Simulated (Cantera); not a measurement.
Input (Python, Cantera):

```python
import numpy as np
import cantera as ct

gas = ct.Solution("gri30.yaml")
gas.TPX = 798, 1500000, {'CH4': 1, 'O2': 2.41, 'N2': 9.06}
inlet = ct.Reservoir(gas, clone=True)
gas.equilibrate("HP")  # start burning
reactor = ct.IdealGasConstPressureReactor(gas, energy="on", clone=False)
exhaust = ct.Reservoir(gas, clone=True)
tau = [0.45, 0.16, 0.059, 0.022, 0.0078, 0.0029, 0.001, 0.00038, 0.00014, 5e-05, 1.8e-05, 6.6e-06][0]
for a, b in ((inlet, reactor), (reactor, exhaust)):
    ct.MassFlowController(a, b, mdot=lambda t: reactor.mass / tau)
net = ct.ReactorNet([reactor])
show = ['CH4', 'O2', 'H', 'CO2', 'C2H2']

rows = []
print(f"{'tau/s':>10s}{'T/K':>9s}" + "".join(f"{s:>11s}" for s in show))
for tau in [0.45, 0.16, 0.059, 0.022, 0.0078, 0.0029, 0.001, 0.00038, 0.00014, 5e-05, 1.8e-05, 6.6e-06]:
    net.initial_time = 0.0
    net.advance(30 * tau)
    before = gas.X
    net.advance(40 * tau)
    drift = np.max(np.abs(gas.X - before) / (gas.X + 1e-9))
    rows.append([gas.T, *gas[show].X, drift])
    print(f"{tau:10.3e}{gas.T:9.1f}" + "".join(f"{x:11.3e}" for x in gas[show].X))
```

Output:

```
     tau/s      T/K        CH4         O2          H        CO2       C2H2
 4.500e-01   2395.4  4.427e-08  2.986e-02  1.166e-04  7.755e-02  7.389e-14
 1.600e-01   2395.8  1.240e-07  2.998e-02  1.170e-04  7.754e-02  4.842e-13
 5.900e-02   2396.7  3.335e-07  3.026e-02  1.181e-04  7.753e-02  3.244e-12
 2.200e-02   2398.5  8.793e-07  3.079e-02  1.206e-04  7.749e-02  2.168e-11
 7.800e-03   2400.6  2.410e-06  3.161e-02  1.261e-04  7.738e-02  1.573e-10
 2.900e-03   2401.2  6.242e-06  3.242e-02  1.371e-04  7.715e-02  1.010e-09
 1.000e-03   2397.0  1.700e-05  3.322e-02  1.655e-04  7.652e-02  6.828e-09
 3.800e-04   2384.9  4.039e-05  3.410e-02  2.298e-04  7.521e-02  3.237e-08
 1.400e-04   2358.4  9.289e-05  3.563e-02  3.845e-04  7.249e-02  1.242e-07
 5.000e-05   2309.4  2.136e-04  3.844e-02  7.203e-04  6.751e-02  4.034e-07
 1.800e-05   2229.3  5.300e-04  4.360e-02  1.274e-03  5.911e-02  1.371e-06
 6.600e-06    798.0  8.019e-02  1.933e-01  2.061e-20  3.317e-16  1.058e-18
```

Computed with Cantera and GRI-Mech 3.0 (53 species, 325 reactions). The pressure lies above the range GRI-Mech 3.0 was tuned for (to about 10 atm).
